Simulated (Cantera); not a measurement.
# Thermodynamics of titanium nitride, carbide and oxide coatings, feed Ti(NMe₂)₄ + O₂ + H₂

Feed: 1 mol Ti(NMe₂)₄, 0.21 mol O₂, 1.6 mol H₂, equilibrated at 1000 Pa.

Cantera equilibrium calculation (NASA polynomials, part measured and part estimated; ideal gas, pure solids and liquids). Candidate condensed phases: C, C₆H₆, C₇H₈, C₈H₁₈, H₂O, Ti, TiC, TiN, TiO, TiO₂, Ti₂O₃, Ti₃O₅, Ti₄O₇; 139 gas species. The feed counts by its element totals alone. TiC: taken at fixed stoichiometry. Rates play no part.

From 1650 K to 2150 K the condensed part is C(graphite) + TiC(s).

| T (K) | x H₂ | x N₂ | x H | x CO | n C(graphite) | n TiC(s) |
|---|---|---|---|---|---|---|
| 1650 | 0.848 | 0.124 | 0.000836 | 0.0262 | 6.56 | 1.00 |
| 1700 | 0.847 | 0.124 | 0.00136 | 0.0262 | 6.56 | 1.00 |
| 1750 | 0.846 | 0.124 | 0.00214 | 0.0262 | 6.55 | 1.00 |
| 1800 | 0.845 | 0.124 | 0.00329 | 0.0262 | 6.54 | 1.00 |
| 1850 | 0.843 | 0.123 | 0.00495 | 0.0262 | 6.53 | 1.00 |
| 1900 | 0.840 | 0.123 | 0.00727 | 0.0261 | 6.52 | 1.00 |
| 1950 | 0.837 | 0.122 | 0.0105 | 0.0261 | 6.50 | 1.00 |
| 2000 | 0.832 | 0.121 | 0.0148 | 0.0260 | 6.48 | 1.000 |
| 2050 | 0.826 | 0.121 | 0.0206 | 0.0259 | 6.45 | 1.000 |
| 2100 | 0.818 | 0.120 | 0.0282 | 0.0258 | 6.42 | 1.000 |
| 2150 | 0.808 | 0.118 | 0.0379 | 0.0257 | 6.39 | 1.000 |
x: gas mole fraction; n: condensed amount in mol.
